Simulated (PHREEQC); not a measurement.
A solution holds 0.001 mol HCl, 8e-05 mol MgSO4 and 0.15 mol MgCl2 per kg of water, at 10 °C. Closed to the air; pH follows from the charge balance.

Model: ion-association model, phreeqc.dat, run in PHREEQC.

Problem. The ionic strength comes out as 0.451 mol/kgw. What activity coefficients do Cl-, Mg+2, SO4-2, H+ get?

Solution. Cl- 0.66, Mg+2 0.30, SO4-2 0.22, H+ 0.77.

This is a speciation only: nothing precipitates in the calculation. Complexes and solids missing from the database can't appear. Away from 25 °C the constants follow the database's enthalpies or fits; those with neither stay at their 25 °C values.
